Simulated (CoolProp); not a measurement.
R142b at 192.72 K and 11.1 MPa is throttled through a valve to 2.28 MPa with no heat exchange. Each further row changes one setting.

Computed with CoolProp (reference Helmholtz-energy equation of state, Lemmon 2006). It is a short technical equation, of lower accuracy than the large ones.

```tsv
case	temperature change (K)
as stated	+4.1
outlet pressure 0.684 MPa	+4.9
outlet pressure 2.96 MPa	+3.8
```
